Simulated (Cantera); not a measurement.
A Cantera script and what it prints.

```python
import numpy as np
import cantera as ct

gas_names = """
    H HO2 H2 H2O H2O2 O OH O2 O3 Pb PbO Pb2
""".split()
cond_names = """
    H2O(s) H2O(L) Pb(cr) Pb(L) PbO(rd) PbO(yw) PbO(L) PbO2(s) Pb3O4(s)
""".split()


def load(file, names, dense=False):
    # The tables refer to 1 bar. Condensed volumes are neglected.
    table = {s.name: s for s in ct.Species.list_from_file(file)}
    out = []
    for n in names:
        d = dict(table[n].input_data)
        d["thermo"] = dict(d["thermo"], **{"reference-pressure": 1e5})
        if dense:
            d["equation-of-state"] = {"model": "constant-volume", "density": "1e6 g/cm^3"}
        out.append(ct.Species.from_dict(d))
    return out


gas = ct.Solution(thermo="ideal-gas", species=load("nasa_gas.yaml", gas_names))
cond = {s.name: ct.Solution(thermo="fixed-stoichiometry", species=[s], name=s.name)
        for s in load("nasa_condensed.yaml", cond_names, dense=True)}
atoms = {
    'PbO': {'Pb': 1, 'O': 1},
    'H2': {'H': 2},
    'H2O': {'H': 2, 'O': 1},
}
top_T = {'Pb3O4(s)': 820}  # K; cautious upper limits of use, not melting points


def equilibrate(T, P, feed):
    n = {}
    for name, mol in feed.items():
        for a, k in atoms[name].items():
            n[a] = n.get(a, 0.0) + k * mol
    gas.TPX = T, P, n
    mass = sum(n.values()) * gas.mean_molecular_weight
    gas.equilibrate("TP")
    valid = [c for c in cond.values() if c.min_temp <= T <= top_T.get(c.name, c.max_temp)]
    mix = ct.Mixture([(gas, mass / gas.mean_molecular_weight)] + [(c, 0.0) for c in valid])
    mix.T, mix.P = T, P
    mix.equilibrate("TP", solver="vcs", rtol=1e-11, max_steps=5000)
    return mix


results = []
T = 2123.15  # K
P = 710000  # Pa
for m in [0.51, 1.4, 2.3, 3.3, 4.2, 5.1, 6, 6.9, 7.8, 8.7]:
    feed = {'PbO': 1, 'H2': m, 'H2O': 3.2}  # mol
    mix = equilibrate(T, P, feed)
    results.append((T, P, feed, dict(zip(mix.species_names, mix.species_moles))))

top = {s: max(r[3][s] / sum(r[3][g] for g in gas_names) for r in results) for s in gas_names}
cols = sorted((s for s in top if top[s] > 0.0001), key=lambda s: -top[s])[:8]
seen = [c for c in cond_names if any(r[3].get(c, 0) > 1e-12 for r in results)]
print("log10 of partial pressures in bar; condensed amounts in mol")
print(f"{'n(H2)':>10s}" + "".join(f"{s[:9]:>10s}" for s in cols + seen))
for T, P, feed, n in results:
    ng = sum(n[g] for g in gas_names)
    print(f"{feed['H2']:10.4g}" + "".join(f"{np.log10(max(n[s] / ng * P / 1e5, 1e-99)):10.3f}" for s in cols)
          + "".join(f"{n.get(c, 0):10.4g}" for c in seen))
```

Result:

```
log10 of partial pressures in bar; condensed amounts in mol
     n(H2)       H2O        H2        Pb       PbO        OH        O2         H       Pb2
      0.51     0.743    -1.414    -0.125    -0.125    -1.902    -2.004    -3.152    -2.661
       1.4     0.720    -0.235     0.073    -1.129    -2.515    -4.407    -2.562    -2.266
       2.3     0.659     0.159     0.025    -1.631    -2.773    -5.317    -2.365    -2.361
       3.3     0.598     0.340    -0.032    -1.931    -2.924    -5.802    -2.275    -2.476
       4.2     0.549     0.433    -0.080    -2.121    -3.020    -6.085    -2.228    -2.571
       5.1     0.505     0.496    -0.123    -2.271    -3.095    -6.299    -2.197    -2.657
         6     0.465     0.542    -0.162    -2.396    -3.158    -6.471    -2.174    -2.736
       6.9     0.428     0.577    -0.198    -2.504    -3.212    -6.614    -2.156    -2.809
       7.8     0.395     0.604    -0.232    -2.599    -3.260    -6.737    -2.143    -2.875
       8.7     0.363     0.627    -0.263    -2.684    -3.303    -6.845    -2.131    -2.938
```

These are equilibrium values from Cantera (NASA tables, ideal gas, pure condensed phases), not measurements of a reactor. Gases not in the tables: (PbO)n polymers.
